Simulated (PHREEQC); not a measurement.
Dissolve 0.0012 mol/kgw HNO3, 0.0063 mol/kgw CaCl2 and 0.0029 mol/kgw MnSO4 at 15 °C. Closed to the air; pH follows from the charge balance.

All values are PHREEQC results (ion-association model, phreeqc.dat), not measurements.

The pH is 3.02, the ionic strength is 0.0282 mol/kgw and the specific conductance comes out as 1810 µS/cm. The total alkalinity comes out as -1.20 meq/kg.

| species | molality | activity | log γ |
|---|---|---|---|
| Cl- | 0.0125 | 0.0107 | -0.070 |
| Ca+2 | 0.00573 | 0.00315 | -0.260 |
| Mn+2 | 0.00260 | 0.00145 | -0.253 |
| SO4-2 | 0.00201 | 0.00109 | -0.265 |
| NO3- | 0.00120 | 0.00102 | -0.072 |
| H+ | 0.00110 | 0.000965 | -0.056 |
| CaSO4 | 0.000562 | 0.000566 | 0.003 |
| MnSO4 | 0.000229 | 0.000230 | 0.003 |
| HSO4- | 9.71e-5 | 8.30e-5 | -0.068 |

Precipitation was switched off in this run. Complexes and solids missing from the database can't appear.
